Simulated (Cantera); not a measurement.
An isothermal, constant-pressure homogeneous reactor starts with 0.347 % CO, 3.93 % O₂, 4.38 % H₂O, 91.3 % N₂, at 1000 K and 1.00 atm.

Detailed kinetics in Cantera: GRI-Mech 3.0 (53 species, 325 reactions).

Predict: x(CO) at 5.00 s; x(O₂) at 5.00 s; x(H₂O) at 5.00 s; x(H₂) at 5.00 s; x(CO₂) at 5.00 s.


```
Item                                                  Value
----------------  -----------------------------------------
x(CO) at 5.00 s   0.000148 (gas-phase equilibrium 1.09e-12)
x(O₂) at 5.00 s       0.0377 (gas-phase equilibrium 0.0376)
x(H₂O) at 5.00 s      0.0439 (gas-phase equilibrium 0.0439)
x(H₂) at 5.00 s    8.58e-7 (gas-phase equilibrium 1.98e-11)
x(CO₂) at 5.00 s    0.00333 (gas-phase equilibrium 0.00348)
```
